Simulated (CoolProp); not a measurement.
Computed with CoolProp (reference Helmholtz-energy equation of state, Gedanitz 2015).

Give the vapour pressure (MPa), vapour density (kg/m³) of saturated cyclopentane at 297.7 K.


```tsv
T (K)	p (MPa)	vapour density (kg/m³)
297.7	0.0416	1.20
```
